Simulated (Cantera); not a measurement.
Pyrogenic steam for wet oxidation

An isothermal, constant-pressure homogeneous reactor starts with H₂ : O₂ : N₂ = 0.86 : 1 : 11 (molar parts), equivalence ratio 0.43, at 1375 K and 0.270 bar.

Computed with Cantera and the H2/O2 subset of GRI-Mech 3.0, which has no nitrogen chemistry. The temperature is held fixed by assumption; the heat of reaction is taken as removed at once.

| t (s) | x H₂ | x O₂ | x O | x H₂O₂ | x H₂O | x HO₂ |
|---|---|---|---|---|---|---|
| 1.00e-6 | 0.0669 | 0.0778 | 5.98e-11 | <1e-12 | 1.05e-11 | 1.73e-9 |
| 5.24e-6 | 0.0669 | 0.0778 | 1.27e-9 | 9.85e-12 | 1.10e-9 | 9.10e-9 |
| 2.75e-5 | 0.0669 | 0.0778 | 3.32e-8 | 2.49e-10 | 1.11e-7 | 4.89e-8 |
| 0.000144 | 0.0625 | 0.0757 | 0.000647 | 6.48e-8 | 0.00301 | 5.73e-6 |
| 0.000756 | 0.00425 | 0.0460 | 0.00668 | 5.46e-7 | 0.0572 | 5.37e-6 |
| 0.00397 | 0.000421 | 0.0456 | 0.000547 | 2.53e-7 | 0.0681 | 3.15e-6 |
| 0.0208 | 1.49e-5 | 0.0458 | 1.96e-5 | 3.00e-8 | 0.0691 | 2.88e-7 |
| 0.109 | 1.32e-6 | 0.0458 | 1.82e-6 | 4.12e-9 | 0.0692 | 3.29e-8 |
| 0.572 | 2.62e-7 | 0.0459 | 3.63e-7 | 9.62e-10 | 0.0692 | 1.44e-8 |
| 3.00 | 1.91e-7 | 0.0459 | 2.64e-7 | 7.27e-10 | 0.0692 | 1.41e-8 |
x: mole fraction; the columns are a selection and need not sum to one.

Equilibrium at this temperature and pressure: H₂ 1.91e-7, O₂ 0.0459, O 2.64e-7, H₂O₂ 7.27e-10, H₂O 0.0692, HO₂ 1.41e-8 (gas phase only).
